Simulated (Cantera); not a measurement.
**Diamond growth**

A diamond (100) surface in a fixed gas of H2 with x(CH4) = 0.0027, x(H) = 0.00024, at 1250 K, 0.0150 bar; coverages are run to steady state.

Detailed kinetics in Cantera: the Harris–Goodwin 1993 mechanism for the reconstructed diamond (100) surface.

```json
[
 {"x(CH3)": "1e-06", "growth (µm/h)": "0.000325", "θ c6HH": "0.533", "θ c6H*": "0.0360", "θ c6*H": "0.420", "θ c6**": "0.0114", "θ c6HM": "1.16e-6"},
 {"x(CH3)": "2.1e-06", "growth (µm/h)": "0.000682", "θ c6HH": "0.533", "θ c6H*": "0.0360", "θ c6*H": "0.420", "θ c6**": "0.0114", "θ c6HM": "2.43e-6"},
 {"x(CH3)": "4.6e-06", "growth (µm/h)": "0.00149", "θ c6HH": "0.533", "θ c6H*": "0.0360", "θ c6*H": "0.420", "θ c6**": "0.0113", "θ c6HM": "5.33e-6"},
 {"x(CH3)": "9.9e-06", "growth (µm/h)": "0.00321", "θ c6HH": "0.533", "θ c6H*": "0.0360", "θ c6*H": "0.420", "θ c6**": "0.0113", "θ c6HM": "1.15e-5"},
 {"x(CH3)": "2.1e-05", "growth (µm/h)": "0.00679", "θ c6HH": "0.533", "θ c6H*": "0.0360", "θ c6*H": "0.420", "θ c6**": "0.0113", "θ c6HM": "2.43e-5"},
 {"x(CH3)": "4.6e-05", "growth (µm/h)": "0.0148", "θ c6HH": "0.533", "θ c6H*": "0.0360", "θ c6*H": "0.419", "θ c6**": "0.0112", "θ c6HM": "5.32e-5"},
 {"x(CH3)": "9.8e-05", "growth (µm/h)": "0.0311", "θ c6HH": "0.532", "θ c6H*": "0.0360", "θ c6*H": "0.419", "θ c6**": "0.0111", "θ c6HM": "0.000113"},
 {"x(CH3)": "0.00021", "growth (µm/h)": "0.0650", "θ c6HH": "0.532", "θ c6H*": "0.0359", "θ c6*H": "0.419", "θ c6**": "0.0108", "θ c6HM": "0.000241"},
 {"x(CH3)": "0.00045", "growth (µm/h)": "0.132", "θ c6HH": "0.531", "θ c6H*": "0.0358", "θ c6*H": "0.418", "θ c6**": "0.0102", "θ c6HM": "0.000512"}
]
```
θ: site fractions in the mechanism's names (c6HH fully hydrogenated, c6H* and c6*H radical sites, c6** diradical, c6HM methylated).
